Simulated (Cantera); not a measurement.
Cantera run, input and output.

```python
import numpy as np
import cantera as ct

gas = ct.Solution("gri30.yaml")


def delay(T, t_max=10):
    gas.TPX = T, 1000000, {'CH3OH': 1, 'O2': 0.882, 'N2': 5.56}
    reactor = ct.IdealGasReactor(gas, clone=False)
    net = ct.ReactorNet([reactor])
    net.rtol, net.atol = 1e-8, 1e-16
    while net.time < t_max:
        t_old, T_old = net.time, reactor.T
        net.step()
        if reactor.T > T + 400:  # ignition: a rise of 400 K
            return t_old + (T + 400 - T_old) / (reactor.T - T_old) * (net.time - t_old)
    return np.nan


taus = []
for T in [1100, 1175, 1250, 1325, 1400, 1475, 1550, 1625, 1700, 1775]:
    taus.append(delay(T))
    print(f"T0 = {T:6g} K   tau = {taus[-1]:.4e} s")
```

It prints:

```
T0 =   1100 K   tau = 9.2700e-03 s
T0 =   1175 K   tau = 2.2383e-03 s
T0 =   1250 K   tau = 6.4489e-04 s
T0 =   1325 K   tau = 2.1649e-04 s
T0 =   1400 K   tau = 8.3198e-05 s
T0 =   1475 K   tau = 3.6059e-05 s
T0 =   1550 K   tau = 1.7365e-05 s
T0 =   1625 K   tau = 9.1439e-06 s
T0 =   1700 K   tau = 5.1830e-06 s
T0 =   1775 K   tau = 3.1215e-06 s
```

Detailed kinetics in Cantera: GRI-Mech 3.0 (53 species, 325 reactions). GRI-Mech 3.0 was tuned for natural gas; its chemistry of methanol as a main component is partial and can be far from experiment.
